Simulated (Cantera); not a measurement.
Feed: 1 mol SiCl4, 0.41 mol HCl, 400 mol H2, held at 37.5 Torr.

Method: chemical equilibrium by Gibbs-energy minimisation in Cantera with the NASA 1993 tables (ideal gas, pure condensed phases). Candidate condensed phases: Si; 19 gas species. Rates play no part.

Over these rows the condensed part is Si(s). Partial pressures as log10 of bar:

```json
[
 {"T (K)": "1150", "1000/T (1/K)": "0.8696", "log p SiCl4": "-5.82", "log p H2": "-1.31", "log p HCl": "-3.30"},
 {"T (K)": "1175", "1000/T (1/K)": "0.8511", "log p SiCl4": "-6.07", "log p H2": "-1.31", "log p HCl": "-3.29"},
 {"T (K)": "1200", "1000/T (1/K)": "0.8333", "log p SiCl4": "-6.32", "log p H2": "-1.31", "log p HCl": "-3.29"},
 {"T (K)": "1225", "1000/T (1/K)": "0.8163", "log p SiCl4": "?", "log p H2": "-1.31", "log p HCl": "-3.29"},
 {"T (K)": "1250", "1000/T (1/K)": "0.8000", "log p SiCl4": "-6.80", "log p H2": "-1.31", "log p HCl": "-3.29"},
 {"T (K)": "1275", "1000/T (1/K)": "0.7843", "log p SiCl4": "-7.03", "log p H2": "-1.31", "log p HCl": "-3.29"}
]
```

### Question
Fit log p(SiCl4) = a + b·(1000/T) to the five rows, give the apparent enthalpy, and predict the row at 1225 K.

### Answer
Means: 1000/T = 0.8277, log p = -6.408. Sxy = 0.070892, Sxx = 0.0049854, so b = 14.22 and a = -6.408 − (14.22)×0.8277 = -18.18.
Apparent enthalpy: −19.145 × (14.22) = -272 kJ/mol. With the condensed phases at unit activity, Si(s) + 4 HCl(g) = SiCl4(g) + 2 H2(g) links this pressure to the main gases: over the six rows their terms move log p by +0.04 in all, so the slope is close to that reaction's ΔH°. The five rows lie within 0.01 of the line.
Prediction at 1225 K: -18.18 + (14.22)×0.8163 = -6.57. The computed value is -6.56, 0.01 from the line.
